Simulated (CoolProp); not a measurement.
Vapour-liquid equilibrium of CF4 (R14) (1) + R13 (2) at 149.6 K; x and y are mole fractions of (1).

Computed with CoolProp (multi-fluid Helmholtz-energy mixture model, Platzer 1990 and Platzer 1990; pair parameters Bell 2016). This equation is an older, rougher fit; its heat capacities, sound speeds and derivatives of the liquid may be far off and weren't checked against measurements.

### Question
Give the bubble pressure and the first vapour's composition at x = 0.05, 0.5, 0.8. Is there an azeotrope?

### Answer
x = 0.05: 0.01570 MPa, y = 0.691; x = 0.5: 0.08076 MPa, y = 0.962; x = 0.8: 0.1132 MPa, y = 0.986. No azeotrope shows between x = 0.05 and 0.95.

Pair parameters are fitted to limited data, so mixtures are less certain than the pure fluids.
